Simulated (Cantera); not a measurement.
Cantera run:

```python
import numpy as np
import cantera as ct

gas_names = """
    N2 SiF2 NF3
""".split()
cond_names = """
    Si(cr) Si(L)
""".split()


# ... load() reads the species with a 1 bar reference pressure and builds the phases ...
species = {s.name: s for s in load("nasa_gas.yaml", gas_names) + load("nasa_condensed.yaml", cond_names)}
# Each term lists the table entries of one substance; the one whose range holds T is used.
reactions = {
    'N2(g) + 3 SiF2(g) = 2 NF3(g) + 3 Si':
        [(-1, ['N2']), (-3, ['SiF2']), (2, ['NF3']), (3, ['Si(cr)', 'Si(L)'])],
}


def pick(names, T):
    return next(species[n] for n in names if species[n].thermo.min_temp <= T <= species[n].thermo.max_temp)


results = []
for label, terms in reactions.items():
    print(label)
    print("     T/K   dH/kJ  dS/(J/K)   dG/kJ   log10 K")
    for T in [725, 825, 925, 1025, 1125, 1225, 1325]:
        used = [(nu, pick(names, T)) for nu, names in terms]
        dH = sum(nu * s.thermo.h(T) for nu, s in used) / 1e6
        dS = sum(nu * s.thermo.s(T) for nu, s in used) / 1e3
        dG = dH - T * dS / 1e3
        logK = -dG * 1e6 / (ct.gas_constant * T * np.log(10))
        results.append((label, T, dH, dS, dG, logK, [s.name for _, s in used]))
        print(f"{T:8g} {dH:8.1f} {dS:8.1f} {dG:8.1f} {logK:8.2f}")
```

It prints:

```
N2(g) + 3 SiF2(g) = 2 NF3(g) + 3 Si
     T/K   dH/kJ  dS/(J/K)   dG/kJ   log10 K
     725   1510.0   -364.8   1774.5  -127.84
     825   1513.5   -360.3   1810.7  -114.64
     925   1517.2   -356.0   1846.5  -104.27
    1025   1521.1   -352.0   1881.9   -95.90
    1125   1525.1   -348.3   1916.9   -89.00
    1225   1529.4   -344.7   1951.6   -83.22
    1325   1533.7   -341.3   1985.9   -78.29
```

Cantera with NASA thermochemical tables; ideal gases at 1 bar, condensed phases pure. The tables' values for SiF2 are old estimates. Condensed species are held in their standard states even where they would react or evaporate.
